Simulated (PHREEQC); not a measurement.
# Alkaline etch or developer (model solution)

Make-up at 85 °C: 0.0054 mol/kgw KOH and 0.016 mol/kgw K2SiO3. Closed to the air; pH follows from the charge balance.

Model: ion-association model, wateq4f.dat, run in PHREEQC.

pH: 10.73
ionic strength: 0.0388 mol/kgw
total alkalinity: 37.4 meq/kg

```json
[
 {"species": "K+", "molality": "0.0374", "activity": "0.0303", "log γ": "-0.092"},
 {"species": "OH-", "molality": "0.0203", "activity": "0.0164", "log γ": "-0.092"},
 {"species": "H3SiO4-", "molality": "0.0142", "activity": "0.0116", "log γ": "-0.090"},
 {"species": "H2SiO4-2", "molality": "0.00144", "activity": "0.000665", "log γ": "-0.335"},
 {"species": "H4SiO4", "molality": "0.000332", "activity": "0.000335", "log γ": "0.004"}
]
```

This is a speciation only: nothing precipitates in the calculation. Constants without temperature data keep their 25 °C values here.
